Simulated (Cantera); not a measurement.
Input: 1 mol Hg, 7.1 mol H2, at 550 K and 1 atm.

Equilibrium computed with Cantera from the NASA thermochemical tables; the gas is ideal and each condensed phase is pure. Candidate condensed phases: Hg; 3 gas species. Kinetics and transport are ignored.

Base state: H2 0.877, Hg 0.123 (mole fractions); condensed: gas only.

**Question.** What changes in the equilibrium state with this change: Hg replaced by Pb?

**Answer.** 
| species | before | after |
|---|---|---|
| H2 | 0.877 | 1.00 |
| Hg | 0.123 | 0 |
| Pb(s), mol | 0 | 1.00 |
Further candidate phases: Pb.
